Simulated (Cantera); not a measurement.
Input: 1 mol CuO, 1.8 mol NF₃, 1.7 mol H₂, held at 1.33 mbar.

Equilibrium computed with Cantera from the NASA thermochemical tables; the gas is ideal and each condensed phase is pure. Candidate condensed phases: Cu, CuF₂, CuO, Cu(OH)₂, Cu₂O, H₂O; 45 gas species. Equilibrium is a limit: real reactors are often held back by kinetics, nucleation or transport.

Question: What share of the Cu ends up in condensed phases as a function of T (K), at 900, 975, 1050, 1125, 1200, 1275, 1350, 1425?

Answer: 
```csv
T (K),Cu condensed (%),as
900,99.9,CuF₂(s)
975,98.0,CuF₂(s)
1050,81.0,CuF₂(s)
1125,0.0,-
1200,0.0,-
1275,0.0,-
1350,0.0,-
1425,0.0,-
```
